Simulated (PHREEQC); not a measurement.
Solution (25 °C): 0.094 mol/kgw CsBr and 0.14 mol/kgw NaHSO4. Closed to the air; pH follows from the charge balance.

Computed with PHREEQC (ion-association model, wateq4f.dat).

```json
[
 {"quantity": "pH", "before": "1.33", "after": "1.62"},
 {"quantity": "ionic strength (mol/kgw)", "before": "0.337", "after": "0.287"},
 {"quantity": "Na+ (mol/kgw)", "before": "0.132", "after": "0.135"},
 {"quantity": "HSO4- (mol/kgw)", "before": "0.0804", "after": "0.108"},
 {"quantity": "SO4-2 (mol/kgw)", "before": "0.0514", "after": "0.0264"},
 {"quantity": "NaSO4- (mol/kgw)", "before": "0.00821", "after": "0.00535"},
 {"quantity": "SI of Mirabilite (Na2SO4:10H2O)", "before": "-2.88", "after": "-5.72"}
]
```

Q: What was changed between the two runs?
(A) diluted 5-fold with water
(B) temperature from 25 to 90 °C
(C) temperature from 25 to 10 °C
(D) NaHSO4 from 0.14 to 0.07 mol/kgw
(E) CsBr from 0.094 to 0.188 mol/kgw

A: B, temperature from 25 to 90 °C

No solid was allowed to form. At this temperature some constants are extrapolated from 25 °C, and those without enthalpy data are left unchanged.
